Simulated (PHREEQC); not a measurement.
4.8 g of hydrous ferric oxide (600 m²/g; 0.2 weak and 0.005 strong sites per Fe, Dzombak-Morel constants, diffuse double layer) in 1 kg of water with 0.001 mol/kgw of an inert sodium salt and 0.65 mmol/kgw CaCl2, at 25 °C; the pH is set by adding NaOH or the inert anion's acid. Oxygen is held at 0.21 atm. The system is closed to CO2. Nothing may precipitate in this run.

Computed with PHREEQC (ion-association model, wateq4f.dat).

Predict Ca sorbed (%), surface charge σ (C/m²), surface potential ψ (mV) at pH = 6, 6.38, 7.88, 8.25.


| pH | Ca sorbed (%) | surface charge σ (C/m²) | surface potential ψ (mV) |
|---|---|---|---|
| 6 | 0.2 | 0.032 | 115 |
| 6.38 | 0.9 | 0.021 | 96 |
| 7.88 | 50.6 | 0.002 | 19 |
| 8.25 | 76.4 | 0.000 | -1 |

The oxide is taken as insoluble; below pH 4 it would dissolve.
